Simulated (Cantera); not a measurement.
**Thermodynamics of silicon oxide and oxynitride deposition, feed HMDSO + N2O**

A closed system holds: 1 mol HMDSO, 0.25 mol N2O, held at 46.0 mbar.

Equilibrium computed with Cantera from the NASA thermochemical tables; the gas is ideal and each condensed phase is pure. Candidate condensed phases: C, C6H6, C7H8, C8H18, H2O, Si, SiC, SiO2, Si2N2O, Si3N4; 151 gas species. The feed counts by its element totals alone. Mutual solubility and eutectic melting of coexisting phases are not modelled. The tables hold silica as quartz up to 1696 K and as liquid above; real silica turns to tridymite and cristobalite and melts near 1996 K. Equilibrium is a limit: real reactors are often held back by kinetics, nucleation or transport.

| T (K) | log p H2 | log p CO | log p N2 | log p CH4 | n C(graphite) | n SiC(s) | n SiO2(β-quartz) | n Si2N2O(s) |
|---|---|---|---|---|---|---|---|---|
| 875 | -1.35 | -9.18 | -13.28 | -3.05 | 4.83 | 1.00 | 0.500 | 0.250 |
| 975 | -1.34 | -7.31 | -10.95 | -3.58 | 4.95 | 1.00 | 0.500 | 0.250 |
| 1075 | -1.34 | -5.80 | -9.07 | -4.02 | 4.98 | 1.00 | 0.500 | 0.250 |
| 1175 | -1.34 | -4.54 | -7.51 | -4.39 | 4.98 | 1.00 | 0.497 | 0.250 |
| 1275 | -1.34 | -3.49 | -6.19 | -4.71 | 4.90 | 1.03 | 0.468 | 0.250 |
| 1375 | -1.36 | -2.59 | -5.08 | -5.03 | 4.21 | 1.27 | 0.237 | 0.248 |
| 1475 | -1.39 | -2.32 | -3.62 | -5.31 | 3.34 | 1.60 | 0 | 0.197 |
| 1575 | -1.40 | -2.26 | -2.96 | -5.55 | 2.75 | 2.00 | 0 | 0 |
log p: log10 of the partial pressure in bar; n: condensed amount in mol.

From 875 K to 1375 K the condensed part is C(graphite) + SiC(s) + SiO2(β-quartz) + Si2N2O(s). At 1475 K the condensed part is C(graphite) + SiC(s) + Si2N2O(s). At 1575 K the condensed part is C(graphite) + SiC(s).
